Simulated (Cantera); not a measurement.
Source: NASA polynomial tables (part measured, part estimated), evaluated in Cantera. Values are per mole of reaction as written; species without (g) are pure solids or liquids, kept so even where they would boil at 1 bar.

2 Ti₃O₅ + H₂O(g) = 3 Ti₂O₃ + H₂O₂(g)

```json
[
 {"T (K)": "300", "ΔH° (kJ)": "461.4", "ΔS° (J/K)": "19.5", "ΔG° (kJ)": "455.6", "log10 K": "-79.32"},
 {"T (K)": "1523", "ΔH° (kJ)": "476.1", "ΔS° (J/K)": "13.8", "ΔG° (kJ)": "455.0", "log10 K": "-15.61"},
 {"T (K)": "1548", "ΔH° (kJ)": "476.1", "ΔS° (J/K)": "13.9", "ΔG° (kJ)": "454.7", "log10 K": "-15.34"},
 {"T (K)": "1573", "ΔH° (kJ)": "(withheld)", "ΔS° (J/K)": "(withheld)", "ΔG° (kJ)": "(withheld)", "log10 K": "(withheld)"},
 {"T (K)": "1598", "ΔH° (kJ)": "(withheld)", "ΔS° (J/K)": "(withheld)", "ΔG° (kJ)": "(withheld)", "log10 K": "(withheld)"},
 {"T (K)": "1623", "ΔH° (kJ)": "476.0", "ΔS° (J/K)": "13.8", "ΔG° (kJ)": "453.6", "log10 K": "-14.60"},
 {"T (K)": "1648", "ΔH° (kJ)": "475.9", "ΔS° (J/K)": "13.7", "ΔG° (kJ)": "453.3", "log10 K": "-14.37"}
]
```

Fill in the missing entries.


- 1573, ΔH° (kJ): 476.2
- 1573, ΔS° (J/K): 13.9
- 1573, ΔG° (kJ): 454.3
- 1573, log10 K: -15.09
- 1598, ΔH° (kJ): 476.1
- 1598, ΔS° (J/K): 13.9
- 1598, ΔG° (kJ): 454.0
- 1598, log10 K: -14.84
